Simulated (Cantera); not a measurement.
Input: 1 mol SiC, 1.3 mol O2, 120 mol H2, held at 15.0 Pa.

These are equilibrium values from Cantera (NASA tables, ideal gas, pure condensed phases), not measurements of a reactor. Candidate condensed phases: C, C6H6, C7H8, C8H18, H2O, Si, SiC, SiO2; 123 gas species. Mutual solubility and eutectic melting of coexisting phases are not modelled. The tables hold silica as quartz up to 1696 K and as liquid above; real silica turns to tridymite and cristobalite and melts near 1996 K. The numbers say what is thermodynamically allowed, not how fast it happens.

Problem. Which condensed phases are stable at each of these points (T (K)): 1023, 1123, 1223, 1323, 1423, 1523, 1623, 1723, 1823, 1923, 2023?

Solution. 
```csv
T (K),condensed phases,Si condensed (%)
1023,C(graphite) + SiO2(β-quartz),100.0
1123,SiC(s) + SiO2(β-quartz),99.8
1223,SiC(s) + SiO2(β-quartz),84.0
1323,SiO2(β-quartz),59.9
1423,SiO2(β-quartz),56.4
1523,SiO2(β-quartz),19.9
1623,gas only,0.0
1723,gas only,0.0
1823,gas only,0.0
1923,gas only,0.0
2023,gas only,0.0
```

At 1023 K the condensed part is C(graphite) + SiO2(β-quartz). From 1123 K to 1223 K the condensed part is SiC(s) + SiO2(β-quartz). From 1323 K to 1523 K the condensed part is SiO2(β-quartz). From 1623 K to 2023 K nothing is condensed.
